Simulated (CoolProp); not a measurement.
The fluoroketone C6F12O (FK-5-1-12) at 293.15 K and 0.0227 MPa is compressed adiabatically to 0.0716 MPa with isentropic efficiency 0.8. Each further row changes one setting.

Values from CoolProp's reference Helmholtz-energy equation of state, McLinden 2015.

| case | work (kJ/kg) | final phase | final density (kg/m³) |
|---|---|---|---|
| as stated | 10.8 | two-phase, vapour fraction 0.945 | 9.70 |
| efficiency 1 | 8.62 | two-phase, vapour fraction 0.921 | 9.95 |
| efficiency 0.65 | 13.3 | two-phase, vapour fraction 0.972 | 9.43 |
